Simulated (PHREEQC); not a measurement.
# City or well water (model solution)

A made-up water analysis in mmol/kgw, 20 °C, pH 8.4, pe 10.4:

```json
[
 {"constituent": "Na", "mmol/kgw": "0.341"},
 {"constituent": "K", "mmol/kgw": "0.175"},
 {"constituent": "Ca", "mmol/kgw": "0.205"},
 {"constituent": "Mg", "mmol/kgw": "0.241"},
 {"constituent": "Cl", "mmol/kgw": "0.387"},
 {"constituent": "S(6)", "mmol/kgw": "0.451"},
 {"constituent": "Alkalinity (meq/kgw)", "mmol/kgw": "0.123"},
 {"constituent": "Pb", "mmol/kgw": "0.0265"},
 {"constituent": "N(5)", "mmol/kgw": "0.00175"},
 {"constituent": "O(0) (counted as O atoms)", "mmol/kgw": "0.000294"}
]
```

Valence states are taken as typed.

All values are PHREEQC results (ion-association model, phreeqc.dat), not measurements.

```yaml
ionic_strength: 0.00220 mol/kgw
specific_conductance: 150 µS/cm
charge_balance_error: 1.8 %
```

```tsv
species	molality	activity	log γ
SO4-2	0.000427	0.000349	-0.088
Cl-	0.000387	0.000367	-0.022
Na+	0.000340	0.000324	-0.022
Mg+2	0.000227	0.000186	-0.087
Ca+2	0.000195	0.000160	-0.088
K+	0.000175	0.000166	-0.022
HCO3-	7.57e-5	7.20e-5	-0.022
PbCO3	1.72e-5	1.72e-5	0.000
MgSO4	1.33e-5	1.33e-5	0.000
CaSO4	9.51e-6	9.51e-6	0.000
PbOH+	6.70e-6	6.36e-6	-0.022
OH-	1.81e-6	1.72e-6	-0.023
NO3-	1.75e-6	1.66e-6	-0.023
```

No solid was allowed to form. Saturation is exceeded, for instance for Pb(OH)2, Cerussite; the values hold only as long as no solid forms. Species that the database lacks are ignored.
